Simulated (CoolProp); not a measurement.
Vapour pressure (MPa) of hydrogen chloride: the reference equation beside estimates from Tc = 324.7 K, pc = 8.314 MPa, ω = 0.130. Clausius-Clapeyron is anchored at 190.7 K with a constant enthalpy of vaporisation of 16.08 kJ/mol.

Values from CoolProp's reference Helmholtz-energy equation of state, Thol 2018.

```tsv
T (K)	reference	Lee-Kesler	Clausius-Clapeyron	Redlich-Kwong	Soave-Redlich-Kwong
182.8	0.07396	0.06942	0.07529	0.08446	0.06972
186.7	0.09313	0.08813	0.09391	0.1074	0.08843
190.7	0.1167	0.1113	0.1167	0.1356	0.1116
194.7	0.1448	0.1390	0.1437	0.1692	0.1393
198.7	0.1779	0.1720	0.1756	0.2089	0.1722
202.7	0.2166	0.2107	0.2127	0.2553	0.2108
206.7	0.2616	0.2559	0.2559	0.3090	0.2559
210.6	0.3121	0.3069	0.3043	0.3690	0.3068
214.6	0.3714	0.3668	0.3611	0.4392	0.3666
218.6	0.4390	0.4354	0.4259	0.5188	0.4351
222.6	0.5155	0.5131	0.4992	0.6084	0.5128
```

Absolute difference from the reference over all 11 rows, mean and median: Lee-Kesler 3.0 and 2.7 %, Clausius-Clapeyron 1.8 and 1.8 %, Redlich-Kwong 17.2 and 17.9 %, Soave-Redlich-Kwong 2.9 and 2.7 %.
